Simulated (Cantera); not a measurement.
An isothermal, constant-pressure homogeneous reactor starts with N2O : N2 = 1 : 0.66 (molar parts), at 1475 K and 13300 Pa.

Computed with Cantera and GRI-Mech 3.0 (53 species, 325 reactions). GRI-Mech 3.0 was tuned for natural gas; its chemistry of N2O as a main component is partial and can be far from experiment. The temperature is held fixed by assumption; the heat of reaction is taken as removed at once.

### Question
Predict: x(N2O) at 10.0 s; x(NO) at 10.0 s; x(O2) at 10.0 s; x(O) at 10.0 s; x(NO2) at 10.0 s; x(N2) at 10.0 s.

### Answer
| Item | Result |
|---|---|
| x(N2O) at 10.0 s | 3.14e-6 (gas-phase equilibrium 2.50e-8) |
| x(NO) at 10.0 s | 0.102 (gas-phase equilibrium 0.00112) |
| x(O2) at 10.0 s | 0.180 (gas-phase equilibrium 0.231) |
| x(O) at 10.0 s | 3.37e-6 (gas-phase equilibrium 3.80e-6) |
| x(NO2) at 10.0 s | 0.000199 (gas-phase equilibrium 2.48e-6) |
| x(N2) at 10.0 s | 0.717 (gas-phase equilibrium 0.768) |
